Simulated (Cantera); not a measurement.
Input (Python, Cantera) and output of one run.

```python
import numpy as np
import cantera as ct

gas_names = """
    B BH BH2 BH3 BO BO2 B2 B2O B2O2 B2O3 B3O3H3 H HBO HBO2 HO2 H2 H2O H2O2 H3B3O6 O OH O2 O3
""".split()
cond_names = """
    B(b) B(L) B2O3(L) B3O3H3(cr) H2O(s) H2O(L)
""".split()


# ... load() reads the species with a 1 bar reference pressure and builds the phases ...
atoms = {
    'B2O3': {'B': 2, 'O': 3},
    'H2O': {'H': 2, 'O': 1},
    'H2': {'H': 2},
}
top_T = {}  # K; cautious upper limits of use, not melting points


# ... equilibrate(T, P, feed) seeds the gas with the atoms and calls Mixture.equilibrate('TP', solver="vcs", rtol=1e-11, max_steps=5000) ...
results = []
feed = {'B2O3': 1, 'H2O': 0.068, 'H2': 0.28}  # mol
for P in [10, 32, 100, 320, 1000, 3200, 10000, 32000, 100000]:
    for T in [1400, 1500, 1600, 1700, 1800, 1900, 2000, 2100, 2200, 2300, 2400]:
        mix = equilibrate(T, P, feed)
        results.append((T, P, feed, dict(zip(mix.species_names, mix.species_moles))))

for T, P, feed, n in results:
    print(f"{T:7g} {P:10.4g}  " + (" + ".join(c for c in cond_names if n.get(c, 0) > 1e-12) or "gas only"))
```

Output:

```
   1400         10  B2O3(L)
   1500         10  B2O3(L)
   1600         10  gas only
   1700         10  gas only
   1800         10  gas only
   1900         10  gas only
   2000         10  gas only
   2100         10  gas only
   2200         10  gas only
   2300         10  gas only
   2400         10  gas only
   1400         32  B2O3(L)
   1500         32  B2O3(L)
   1600         32  B2O3(L)
   1700         32  gas only
   1800         32  gas only
   1900         32  gas only
   2000         32  gas only
   2100         32  gas only
   2200         32  gas only
   2300         32  gas only
   2400         32  gas only
   1400        100  B2O3(L)
   1500        100  B2O3(L)
   1600        100  B2O3(L)
   1700        100  gas only
   1800        100  gas only
   1900        100  gas only
   2000        100  gas only
   2100        100  gas only
   2200        100  gas only
   2300        100  gas only
   2400        100  gas only
   1400        320  B2O3(L)
   1500        320  B2O3(L)
   1600        320  B2O3(L)
   1700        320  B2O3(L)
   1800        320  gas only
   1900        320  gas only
   2000        320  gas only
   2100        320  gas only
   2200        320  gas only
   2300        320  gas only
   2400        320  gas only
   1400       1000  B2O3(L)
   1500       1000  B2O3(L)
   1600       1000  B2O3(L)
   1700       1000  B2O3(L)
   1800       1000  B2O3(L)
   1900       1000  gas only
   2000       1000  gas only
   2100       1000  gas only
   2200       1000  gas only
   2300       1000  gas only
   2400       1000  gas only
   1400       3200  B2O3(L)
   1500       3200  B2O3(L)
   1600       3200  B2O3(L)
   1700       3200  B2O3(L)
   1800       3200  B2O3(L)
   1900       3200  B2O3(L)
   2000       3200  gas only
   2100       3200  gas only
   2200       3200  gas only
   2300       3200  gas only
   2400       3200  gas only
   1400      1e+04  B2O3(L)
   1500      1e+04  B2O3(L)
   1600      1e+04  B2O3(L)
   1700      1e+04  B2O3(L)
   1800      1e+04  B2O3(L)
   1900      1e+04  B2O3(L)
   2000      1e+04  B2O3(L)
   2100      1e+04  gas only
   2200      1e+04  gas only
   2300      1e+04  gas only
   2400      1e+04  gas only
   1400    3.2e+04  B2O3(L)
   1500    3.2e+04  B2O3(L)
   1600    3.2e+04  B2O3(L)
   1700    3.2e+04  B2O3(L)
   1800    3.2e+04  B2O3(L)
   1900    3.2e+04  B2O3(L)
   2000    3.2e+04  B2O3(L)
   2100    3.2e+04  B2O3(L)
   2200    3.2e+04  gas only
   2300    3.2e+04  gas only
   2400    3.2e+04  gas only
   1400      1e+05  B2O3(L)
   1500      1e+05  B2O3(L)
   1600      1e+05  B2O3(L)
   1700      1e+05  B2O3(L)
   1800      1e+05  B2O3(L)
   1900      1e+05  B2O3(L)
   2000      1e+05  B2O3(L)
   2100      1e+05  B2O3(L)
   2200      1e+05  B2O3(L)
   2300      1e+05  gas only
   2400      1e+05  gas only
```

Cantera equilibrium calculation (NASA polynomials, part measured and part estimated; ideal gas, pure solids and liquids). Gases not in the tables: H3BO3.
